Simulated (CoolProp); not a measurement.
Vapour-liquid equilibrium of diethyl ether (1) + benzene (2) at 538 kPa; x and y are mole fractions of (1).

Model: multi-fluid Helmholtz-energy mixture model, Thol 2014 and Thol 2012; pair parameters Bell 2016, in CoolProp.

Problem. Give the bubble temperature and the first vapour's composition at x = 0.275, 0.35, 0.575. Is there an azeotrope?

Solution. x = 0.275: 398.3 K, y = 0.515; x = 0.35: 393.7 K, y = 0.604; x = 0.575: 381.8 K, y = 0.799. No azeotrope shows between x = 0.05 and 0.95.

The pair parameters rest on a limited set of measurements; away from them the model extrapolates.
